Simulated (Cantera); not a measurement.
## Thermodynamics of carbon deposition, reforming and gasification, feed C2H5OH + H2O + H2

Input: 1 mol C2H5OH, 0.043 mol H2O, 4.6 mol H2, at 18000 Pa.

Cantera equilibrium calculation (NASA polynomials, part measured and part estimated; ideal gas, pure solids and liquids). Candidate condensed phases: C, C6H6, C7H8, C8H18, H2O; 110 gas species. The numbers say what is thermodynamically allowed, not how fast it happens.

| T (K) | x H2 | x CO | x H | x C2H2 (acetylene) | x C2H | x CH4 | n C(graphite) |
|---|---|---|---|---|---|---|---|
| 1648 | 0.879 | 0.120 | 0.000197 | 3.93e-5 | 3.81e-11 | 0.000187 | 0.955 |
| 1798 | 0.879 | 0.120 | 0.000778 | 0.000152 | 1.17e-9 | 0.000108 | 0.953 |
| 1948 | 0.877 | 0.120 | 0.00249 | 0.000473 | 2.10e-8 | 6.77e-5 | 0.948 |
| 2098 | 0.872 | 0.120 | 0.00677 | 0.00124 | 2.49e-7 | 4.54e-5 | 0.935 |
| 2248 | 0.862 | 0.119 | 0.0161 | 0.00286 | 2.10e-6 | 3.18e-5 | 0.906 |
| 2398 | 0.842 | 0.118 | 0.0341 | 0.00582 | 1.35e-5 | 2.28e-5 | 0.853 |
| 2548 | 0.808 | 0.116 | 0.0655 | 0.0107 | 6.86e-5 | 1.63e-5 | 0.762 |
| 2698 | 0.753 | 0.113 | 0.115 | 0.0176 | 0.000286 | 1.14e-5 | 0.618 |
x: gas mole fraction; n: condensed amount in mol.

From 1648 K to 2698 K the condensed part is C(graphite). The main C-bearing gas is CO throughout.
